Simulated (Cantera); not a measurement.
Feed: 1 mol Si, 2.2 mol F₂, 40 mol H₂, equilibrated at 2.00 Pa.

Method: chemical equilibrium by Gibbs-energy minimisation in Cantera with the NASA 1993 tables (ideal gas, pure condensed phases). Candidate condensed phases: Si; 25 gas species. Kinetics and transport are ignored. All values below are at 725 °C.

Base state: H₂ 0.966, SiF₄ 0.0243, HF 0.00972 (mole fractions); condensed: gas only.

Q: What changes in the equilibrium state with this change: F₂ from 2.2 to 2.1 mol?

A: 
| species | before | after |
|---|---|---|
| H₂ | 0.966 | 0.971 |
| SiF₄ | 0.0243 | 0.0243 |
| HF | 0.00972 | 0.00489 |
| SiHF₃ | 5.04e-6 | 1.01e-5 |
| SiF₃ | 6.94e-6 | 1.39e-5 |
The tables' values for SiF₃ are old estimates; treat these amounts as uncertain.
